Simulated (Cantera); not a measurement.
A closed system holds: 1 mol SiH₂Cl₂, 0.82 mol CH₄, 410 mol H₂, at 1475 °C and 0.00460 bar.

These are equilibrium values from Cantera (NASA tables, ideal gas, pure condensed phases), not measurements of a reactor. Candidate condensed phases: C, C₆H₆, C₇H₈, C₈H₁₈, Si, SiC; 109 gas species. The tables' values for SiCl are old estimates; treat these amounts as uncertain. Gases not in the tables: Si₂H₆ and higher silanes. The numbers say what is thermodynamically allowed, not how fast it happens.

Base state: H₂ 0.992, HCl 0.00466, H 0.00335, Si 0.000301, SiCl₂ 6.95e-5, SiH 2.70e-5, SiH₂ 1.93e-5, Cl 1.22e-5 (mole fractions); condensed: SiC(s).

Task: What changes in the equilibrium state with this change: temperature from 1475 °C to 1875 °C?

Result: 
```csv
species,before,after
H₂,0.992,0.933
H,0.00335,0.0594
HCl,0.00466,0.00446
Si,0.000301,0.00210
SiC₂,1.26e-9,7.93e-5
C₂H₂ (acetylene),4.40e-8,0.000859
SiCl₂,6.95e-5,1.90e-6
Cl,1.22e-5,0.000208
"SiC(s), mol",0.819,0
```
